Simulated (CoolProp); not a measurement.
Computed with CoolProp (reference Helmholtz-energy equation of state, Lemmon 2009).

**Question.** For propane, give the phase and the density (kg/m³), isothermal compressibility (1/MPa), Prandtl number, fugacity coefficient at 346.85 °C and 8990 kPa.

**Answer.** 
- 346.85 °C and 8990 kPa: supercritical; density 84.0, isothermal compressibility 0.117, Prandtl number 0.797, fugacity coefficient 0.906

Viscosity comes from a separate model (Vogel 1998). Thermal conductivity comes from a separate model (Marsh 2002).
